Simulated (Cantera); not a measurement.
A Cantera script and its output.

```python
import numpy as np
import cantera as ct

gas = ct.Solution("gri30.yaml")
gas.TPX = 925, 220000, {'CH4': 0.0037, 'O2': 0.053, 'N2': 1}
reactor = ct.IdealGasConstPressureReactor(gas, energy="off", clone=False)
net = ct.ReactorNet([reactor])
net.rtol, net.atol = 1e-08, 1e-18
show = ['CH4', 'O2', 'OH', 'NO', 'CH3', 'H', 'CO']
times = np.geomspace(0.0001, 200, 11)

steps = ct.SolutionArray(gas, extra=["t"])
rows = []
print(f"{'t/s':>10s}{'T/K':>9s}{'P/Pa':>11s}" + "".join(f"{s:>11s}" for s in show))
for t in times:
    while net.time < t:
        t_next = net.step()
        steps.append(gas.state, t=t_next)
    rows.append([np.interp(t, steps.t, y) for y in (steps.T, steps.P, *steps(*show).X.T)])
    print(f"{t:10.3e}{rows[-1][0]:9.1f}{rows[-1][1]:11.4g}" + "".join(f"{x:11.3e}" for x in rows[-1][2:]))
rate = np.gradient(steps.T, steps.t)
print("integrator steps:", len(steps.t))
if steps.T.max() > steps.T[0] + 200:
    print(f"time of steepest temperature rise: {steps.t[rate.argmax()]:.4e} s")
gas.TPX = 925, 220000, {'CH4': 0.0037, 'O2': 0.053, 'N2': 1}
gas.equilibrate("TP")
print(f"equilibrium (TP): T = {gas.T:.1f} K  " + "  ".join(f"{s} {gas[s].X[0]:.3e}" for s in show))
```

It prints:

```
       t/s      T/K       P/Pa        CH4         O2         OH         NO        CH3          H         CO
 1.000e-04    925.0    2.2e+05  3.501e-03  5.016e-02  9.786e-16  6.230e-29  1.991e-12  3.385e-17  9.627e-21
 4.267e-04    925.0    2.2e+05  3.501e-03  5.016e-02  4.589e-15  1.741e-27  8.504e-12  1.107e-16  7.649e-19
 1.821e-03    925.0    2.2e+05  3.501e-03  5.016e-02  2.013e-14  3.600e-26  3.645e-11  4.434e-16  5.949e-17
 7.768e-03    925.0    2.2e+05  3.501e-03  5.016e-02  8.884e-14  6.782e-25  1.587e-10  1.952e-15  4.547e-15
 3.314e-02    925.0    2.2e+05  3.501e-03  5.016e-02  4.288e-13  1.338e-23  7.448e-10  1.026e-14  3.745e-13
 1.414e-01    925.0    2.2e+05  3.501e-03  5.016e-02  2.882e-12  3.470e-22  4.698e-09  1.001e-13  3.925e-11
 6.034e-01    925.0    2.2e+05  3.501e-03  5.016e-02  1.758e-11  1.556e-20  2.201e-08  1.440e-12  6.808e-09
 2.575e+00    925.0    2.2e+05  3.487e-03  5.014e-02  1.673e-10  1.224e-18  7.643e-08  3.035e-11  1.209e-06
 1.099e+01    925.0    2.2e+05  1.494e-05  4.385e-02  9.124e-09  2.049e-13  4.476e-09  3.252e-10  1.382e-03
 4.687e+01    925.0    2.2e+05  2.779e-08  4.334e-02  3.900e-09  1.136e-12  8.825e-12  3.846e-11  4.006e-04
 2.000e+02    925.0    2.2e+05  1.470e-12  4.317e-02  1.305e-09  9.168e-13  4.345e-16  1.563e-12  4.444e-05
integrator steps: 2090
equilibrium (TP): T = 925.0 K  CH4 5.731e-50  O2 4.315e-02  OH 3.461e-09  NO 6.409e-06  CH3 3.914e-52  H 7.471e-17  CO 4.420e-14
```

Cantera simulation using GRI-Mech 3.0 (53 species, 325 reactions); the numbers are that mechanism's predictions, not measurements. Below about 1000 K GRI-Mech 3.0 lacks low-temperature oxidation paths.
